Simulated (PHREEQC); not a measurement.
## Nickel, zinc or cadmium bath

Consider water at 25 °C with 0.034 mol/kgw CdCl2, 0.12 mol/kgw H3BO3 and 0.0074 mol/kgw FeSO4. Closed to the air; pH follows from the charge balance.

Computed with PHREEQC (ion-association model, phreeqc.dat).

This is a speciation only: nothing precipitates in the calculation.

**Question.** Predict the pH, density, ionic strength.

**Answer.** pH 5.08; density 1.006 g/cm³; ionic strength 0.0751 mol/kgw.

**Question.** In which forms is Cd present?

**Answer.** CdCl+ 55 %, Cd+2 32 %, CdSO4 6.3 %, CdCl2 6.3 % of the Cd.
